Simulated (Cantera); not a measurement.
A Cantera script and what it prints.

```python
import numpy as np
import cantera as ct

gas_names = """
    Br Br2 H HBr H2 Si SiBr SiBr2 SiBr3 SiBr4 SiH SiHBr3 SiH2 SiH2Br2 SiH3 SiH3Br SiH4 Si2 Si3
""".split()
cond_names = """
    Br2(cr) Br2(L) Si(cr) Si(L)
""".split()


# ... load() reads the species with a 1 bar reference pressure and builds the phases ...
atoms = {
    'Si': {'Si': 1},
    'HBr': {'H': 1, 'Br': 1},
    'H2': {'H': 2},
}
top_T = {}  # K; cautious upper limits of use, not melting points


# ... equilibrate(T, P, feed) seeds the gas with the atoms and calls Mixture.equilibrate('TP', solver="vcs", rtol=1e-11, max_steps=5000) ...
results = []
feed = {'Si': 1, 'HBr': 4.6, 'H2': 0.67}  # mol
T = 923.15  # K
P = 10000  # Pa
mix = equilibrate(T, P, feed)
results.append((T, P, feed, dict(zip(mix.species_names, mix.species_moles))))
x = sorted(zip(gas.X, gas.species_names), reverse=True)
print(f"T = {T:g} K  P = {P:g} Pa  gas = {mix.phase_moles(0):.4g} mol")
print("   x: " + "  ".join(f"{s} {v:.3e}" for v, s in x if v > 0.0001))
print("   condensed (mol): " + ("  ".join(f"{mix.phase(i).name} {mix.phase_moles(i):.4g}"
      for i in range(1, mix.n_phases) if mix.phase_moles(i) > 1e-12) or "none"))
```

Output:

```
T = 923.15 K  P = 10000 Pa  gas = 4.27 mol
   x: H2 6.231e-01  SiBr4 2.320e-01  HBr 1.427e-01  SiHBr3 2.059e-03
   condensed (mol): none
```

Cantera equilibrium calculation (NASA polynomials, part measured and part estimated; ideal gas, pure solids and liquids). The tables' values for SiBr3 are old estimates; treat these amounts as uncertain.
